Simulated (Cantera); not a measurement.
Input (Python, Cantera):

```python
import numpy as np
import cantera as ct

gas = ct.Solution("h2o2.yaml")
gas.TPX = 1200, 13332, {'H2': 1.1, 'O2': 1, 'N2': 5.1}
reactor = ct.IdealGasConstPressureReactor(gas, energy="off", clone=False)
net = ct.ReactorNet([reactor])
net.rtol, net.atol = 1e-08, 1e-18
show = ['H2', 'O2', 'H2O', 'OH', 'O', 'H2O2', 'H']
times = np.geomspace(1e-05, 8, 11)

steps = ct.SolutionArray(gas, extra=["t"])
rows = []
print(f"{'t/s':>10s}{'T/K':>9s}{'P/Pa':>11s}" + "".join(f"{s:>11s}" for s in show))
for t in times:
    while net.time < t:
        t_next = net.step()
        steps.append(gas.state, t=t_next)
    rows.append([np.interp(t, steps.t, y) for y in (steps.T, steps.P, *steps(*show).X.T)])
    print(f"{t:10.3e}{rows[-1][0]:9.1f}{rows[-1][1]:11.4g}" + "".join(f"{x:11.3e}" for x in rows[-1][2:]))
rate = np.gradient(steps.T, steps.t)
print("integrator steps:", len(steps.t))
if steps.T.max() > steps.T[0] + 200:
    print(f"time of steepest temperature rise: {steps.t[rate.argmax()]:.4e} s")
gas.TPX = 1200, 13332, {'H2': 1.1, 'O2': 1, 'N2': 5.1}
gas.equilibrate("TP")
print(f"equilibrium (TP): T = {gas.T:.1f} K  " + "  ".join(f"{s} {gas[s].X[0]:.3e}" for s in show))
```

It prints:

```
       t/s      T/K       P/Pa         H2         O2        H2O         OH          O       H2O2          H
 1.000e-05   1200.0  1.333e+04  1.528e-01  1.389e-01  2.683e-10  1.490e-10  2.259e-10  1.206e-12  1.982e-09
 3.893e-05   1200.0  1.333e+04  1.528e-01  1.389e-01  9.755e-09  1.542e-09  2.758e-09  1.837e-11  1.438e-08
 1.516e-04   1200.0  1.333e+04  1.528e-01  1.389e-01  2.672e-06  2.486e-07  4.548e-07  4.086e-10  2.194e-06
 5.901e-04   1200.0  1.333e+04  1.532e-02  7.614e-02  1.106e-01  4.219e-03  1.606e-02  7.234e-07  5.538e-02
 2.297e-03   1200.0  1.333e+04  3.770e-03  6.840e-02  1.571e-01  1.939e-03  2.737e-03  1.187e-06  4.788e-03
 8.944e-03   1200.0  1.333e+04  1.939e-04  6.759e-02  1.649e-01  3.959e-04  1.238e-04  4.740e-07  4.541e-05
 3.482e-02   1200.0  1.333e+04  1.146e-05  6.764e-02  1.653e-01  1.017e-04  7.980e-06  8.367e-08  7.359e-07
 1.356e-01   1200.0  1.333e+04  1.388e-06  6.766e-02  1.654e-01  3.753e-05  1.084e-06  1.676e-08  3.599e-08
 5.278e-01   1200.0  1.333e+04  2.594e-07  6.766e-02  1.654e-01  1.667e-05  2.146e-07  3.904e-09  3.137e-09
 2.055e+00   1200.0  1.333e+04  6.223e-08  6.767e-02  1.654e-01  8.230e-06  5.240e-08  1.033e-09  3.807e-10
 8.000e+00   1200.0  1.333e+04  2.491e-08  6.767e-02  1.654e-01  5.124e-06  2.034e-08  4.222e-10  9.639e-11
integrator steps: 1929
equilibrium (TP): T = 1200.0 K  H2 2.228e-08  O2 6.767e-02  H2O 1.654e-01  OH 4.815e-06  O 1.797e-08  H2O2 3.764e-10  H 8.120e-11
```

Model: the H2/O2 subset of GRI-Mech 3.0, which has no nitrogen chemistry, integrated in Cantera. The temperature is held fixed by assumption; the heat of reaction is taken as removed at once.
